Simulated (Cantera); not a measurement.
Feed: 1 mol SiC, 0.14 mol H₂O, 27 mol H₂, equilibrated at 91.0 mbar.

These are equilibrium values from Cantera (NASA tables, ideal gas, pure condensed phases), not measurements of a reactor. Candidate condensed phases: C, C₆H₆, C₇H₈, C₈H₁₈, H₂O, Si, SiC, SiO₂; 123 gas species. Mutual solubility and eutectic melting of coexisting phases are not modelled. Kinetics and transport are ignored. All values below are at 1075 K.

Base state: H₂ 0.997, CH₄ 0.00257 (mole fractions); condensed: SiC(s) + SiO₂(β-quartz).

What changes in the equilibrium state with this change: SiC replaced by Si₃N₄?


| species | before | after |
|---|---|---|
| H₂ | 0.997 | 0.998 |
| N₂ | 0 | 0.00172 |
| CH₄ | 0.00257 | 0 |
| SiC(s), mol | 0.930 | 0 |
| SiO₂(β-quartz), mol | 0.0699 | 0 |
| Si₂N₂O(s), mol | 0 | 0.140 |
| Si₃N₄(s), mol | 0 | 0.907 |
Further candidate phases: Si₂N₂O, Si₃N₄.
